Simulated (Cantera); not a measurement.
Feed: 1 mol Fe2O3, 1.6 mol CO, 0.12 mol H2, equilibrated at 100000 Pa.

Cantera equilibrium calculation (NASA polynomials, part measured and part estimated; ideal gas, pure solids and liquids). Candidate condensed phases: C, C6H6, C7H8, C8H18, Fe, Fe(CO)5, FeO, Fe(OH)2, Fe(OH)3, Fe2O3, Fe3O4, H2O; 114 gas species. The tables' stoichiometric FeO is somewhat more stable than real wüstite, so its field is too wide. FeO: taken at fixed stoichiometry. Rates play no part. All values below are at 1225 °C.

Base state: CO2 0.528, CO 0.403, H2O 0.0538, H2 0.0159 (mole fractions); condensed: FeO(s).

### Question
What changes in the equilibrium state with this change: H2 from 0.12 to 0.32 mol?

### Answer
```csv
species,before,after
CO,0.403,0.430
CO2,0.528,0.403
H2O,0.0538,0.118
H2,0.0159,0.0488
"FeO(s), mol",2.00,2.00
```
